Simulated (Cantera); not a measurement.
Input: 1 mol ZrO2, 500 mol H2, 14 mol N2, held at 1600 K and 1.33 mbar.

Cantera equilibrium calculation (NASA polynomials, part measured and part estimated; ideal gas, pure solids and liquids). Candidate condensed phases: H2O, Zr, ZrN, ZrO2; 28 gas species. Mutual solubility and eutectic melting of coexisting phases are not modelled. ZrN: taken at fixed stoichiometry. Condensed phases not in the tables: solid solutions among these carbides, nitrides and lower oxides. The numbers say what is thermodynamically allowed, not how fast it happens.

Base state: H2 0.971, N2 0.0272, H 0.00147 (mole fractions); condensed: ZrN(s) + ZrO2(tetragonal).

What changes in the equilibrium state with this change: ZrO2 replaced by Al2O3?


```tsv
species	before	after
H2	0.971	0.971
N2	0.0272	0.0272
H	0.00147	0.00147
H2O	3.67e-6	1.14e-5
ZrN(s), mol	0.000944	0
ZrO2(tetragonal), mol	0.999	0
Al2O3(s), mol	0	0.998
```
Further candidate phases: Al, AlN, Al2O3.

What changes in the equilibrium state with this change: temperature from 1600 K to 1475 K?


```tsv
species	before	after
H2	0.971	0.972
N2	0.0272	0.0272
H	0.00147	0.000350
ZrN(s), mol	0.000944	0.000468
ZrO2(tetragonal), mol	0.999	0
ZrO2(monoclinic), mol	0	1.000
```

What changes in the equilibrium state with this change: temperature from 1600 K to 1375 K?


```tsv
species	before	after
H2	0.971	0.973
N2	0.0272	0.0272
H	0.00147	9.26e-5
ZrN(s), mol	0.000944	0.000238
ZrO2(tetragonal), mol	0.999	0
ZrO2(monoclinic), mol	0	1.000
```
